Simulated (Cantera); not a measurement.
## Ignition delay

Mixture: CH4 : C2H6 : O2 : N2 = 1 : 0.085 : 2.37 : 8.91 (molar parts), equivalence ratio 0.97, at 1000000 Pa, adiabatic and at constant volume. Ignition delay is the time to a rise of 400 K.

Computed with Cantera and GRI-Mech 3.0 (53 species, 325 reactions).

```csv
T0 (K),delay (ms)
1223,0.820
1323,0.291
1423,0.114
1523,0.0475
1623,0.0212
1723,0.0102
```

```yaml
apparent activation energy between 1523 and 1723 K: 170 kJ/mol
```
